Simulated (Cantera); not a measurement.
**Aluminium nitride and oxide growth: Al + H₂O + N₂**

Charge: 1 mol Al, 3.1 mol H₂O, 340 mol N₂, held at 1325 K and 1.33 mbar.

These are equilibrium values from Cantera (NASA tables, ideal gas, pure condensed phases), not measurements of a reactor. Candidate condensed phases: Al, AlN, Al₂O₃, H₂O; 35 gas species. Equilibrium is a limit: real reactors are often held back by kinetics, nucleation or transport.

```
Item                                 Result
--------------------------------  ---------
x(N₂)                                 0.991
x(H₂O)                              0.00466
x(H₂)                               0.00437
x(H)                                2.96e-6
n(Al₂O₃(s))                       0.500 mol
gas amount                        343.1 mol
log10 activity of Al(l) (absent)     -14.45
```
